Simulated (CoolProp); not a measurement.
Vapour-liquid equilibrium of toluene (1) + ethylbenzene (2) at 46.25 °C; x and y are mole fractions of (1).

The numbers come from the multi-fluid Helmholtz-energy mixture model, Lemmon 2006 and Zhou 2012; pair parameters Bell 2016 in CoolProp.

```json
[
 {"x": "0.05", "bubble pressure, mixture model (MPa)": "0.004263", "bubble pressure, Raoult's law (MPa)": "0.004249", "y, mixture model": "0.125", "y, Raoult's law": "0.123"},
 {"x": "0.125", "bubble pressure, mixture model (MPa)": "0.004749", "bubble pressure, Raoult's law (MPa)": "0.004738", "y, mixture model": "0.275", "y, Raoult's law": "0.276"},
 {"x": "0.2", "bubble pressure, mixture model (MPa)": "0.005216", "bubble pressure, Raoult's law (MPa)": "0.005228", "y, mixture model": "0.394", "y, Raoult's law": "0.400"},
 {"x": "0.275", "bubble pressure, mixture model (MPa)": "0.005673", "bubble pressure, Raoult's law (MPa)": "0.005717", "y, mixture model": "0.493", "y, Raoult's law": "0.503"},
 {"x": "0.35", "bubble pressure, mixture model (MPa)": "0.006129", "bubble pressure, Raoult's law (MPa)": "0.006207", "y, mixture model": "0.578", "y, Raoult's law": "0.589"},
 {"x": "0.425", "bubble pressure, mixture model (MPa)": "0.006589", "bubble pressure, Raoult's law (MPa)": "0.006696", "y, mixture model": "0.653", "y, Raoult's law": "0.663"},
 {"x": "0.5", "bubble pressure, mixture model (MPa)": "0.007056", "bubble pressure, Raoult's law (MPa)": "0.007186", "y, mixture model": "0.718", "y, Raoult's law": "0.727"},
 {"x": "0.575", "bubble pressure, mixture model (MPa)": "0.007536", "bubble pressure, Raoult's law (MPa)": "0.007675", "y, mixture model": "0.777", "y, Raoult's law": "0.783"},
 {"x": "0.65", "bubble pressure, mixture model (MPa)": "0.008027", "bubble pressure, Raoult's law (MPa)": "0.008165", "y, mixture model": "0.829", "y, Raoult's law": "0.832"},
 {"x": "0.725", "bubble pressure, mixture model (MPa)": "0.008532", "bubble pressure, Raoult's law (MPa)": "0.008654", "y, mixture model": "0.875", "y, Raoult's law": "0.875"},
 {"x": "0.8", "bubble pressure, mixture model (MPa)": "0.009048", "bubble pressure, Raoult's law (MPa)": "0.009144", "y, mixture model": "0.916", "y, Raoult's law": "0.914"},
 {"x": "0.875", "bubble pressure, mixture model (MPa)": "0.009572", "bubble pressure, Raoult's law (MPa)": "0.009633", "y, mixture model": "0.951", "y, Raoult's law": "0.949"},
 {"x": "0.95", "bubble pressure, mixture model (MPa)": "0.01010", "bubble pressure, Raoult's law (MPa)": "0.01012", "y, mixture model": "0.982", "y, Raoult's law": "0.981"}
]
```

The largest gap from Raoult's law is -1.8 % in bubble pressure, at x = 0.575. No azeotrope shows between x = 0.05 and 0.95.

Pair parameters are fitted to limited data, so mixtures are less certain than the pure fluids.
